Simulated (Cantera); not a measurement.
**Diamond growth**

A diamond (100) surface in a fixed gas of H2 with x(CH4) = 0.0048, x(H) = 0.00035, x(CH3) = 0.00058, 0.0444 atm; coverages are run to steady state.

Model: the Harris–Goodwin 1993 mechanism for the reconstructed diamond (100) surface, integrated in Cantera.

```tsv
T (K)	growth (µm/h)	θ c6HH	θ c6H*	θ c6*H	θ c6**	θ c6HM
925	3.34	0.298	0.00520	0.134	0.00153	0.442
1000	4.41	0.372	0.0107	0.219	0.00351	0.288
1075	3.08	0.474	0.0204	0.344	0.00714	0.102
1150	1.53	0.502	0.0295	0.418	0.0104	0.0211
1225	1.08	0.497	0.0361	0.440	0.0125	0.00391
1300	0.850	0.497	0.0412	0.441	0.0138	0.000762
1375	0.399	0.509	0.0452	0.429	0.0143	0.000162
```
θ: site fractions in the mechanism's names (c6HH fully hydrogenated, c6H* and c6*H radical sites, c6** diradical, c6HM methylated).
